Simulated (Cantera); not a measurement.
A perfectly stirred reactor is fed with 41.7 % NH3, 58.3 % H2, at 0.330 bar; it is held at 1950 K, and followed from long to short residence time.

Model: the gas-phase N/H chemistry of the illustrative SiF4/NH3 mechanism in the Surface Chemkin manual (1991), integrated in Cantera. Walls and surfaces, which speed up NH3 decomposition in real reactors, are not modelled.

Predict: x(NH3) at τ = 1.70 s; x(H2) at τ = 1.70 s; x(H) at τ = 1.70 s; x(N2) at τ = 1.70 s; x(NH2) at τ = 1.70 s; x(NH3) at τ = 37.0 ms; x(H2) at τ = 37.0 ms; x(H) at τ = 37.0 ms; x(N2) at τ = 37.0 ms; x(NH2) at τ = 37.0 ms.


```json
{
  "x(NH3) at τ = 1.70 s": "0.0439",
  "x(H2) at τ = 1.70 s": "0.824",
  "x(H) at τ = 1.70 s": "0.000799",
  "x(N2) at τ = 1.70 s": "0.131",
  "x(NH2) at τ = 1.70 s": "0.000122",
  "x(NH3) at τ = 37.0 ms": "0.344",
  "x(H2) at τ = 37.0 ms": "0.629",
  "x(H) at τ = 37.0 ms": "0.000309",
  "x(N2) at τ = 37.0 ms": "0.0252",
  "x(NH2) at τ = 37.0 ms": "0.000482"
}
```
